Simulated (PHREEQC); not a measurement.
Buffer: an equilibrium model

Consider water at 20 °C with 92 mmol/kgw HF and 0.92 mmol/kgw KOH. Closed to the air; pH follows from the charge balance.

All values are PHREEQC results (ion-association model, wateq4f.dat), not measurements.

Precipitation was switched off in this run.

Problem. What pH does the model give?

Solution. pH 2.16.

Problem. In which forms is F present?

Solution. HF 65 %, H2F2 24 %, F- 7.5 %, HF2- 3.3 % of the F.

Complexes and solids missing from the database can't appear. wateq4f.dat counts part of the HF as a dimer, H2F2, which phreeqc.dat doesn't know; its constant is uncertain.
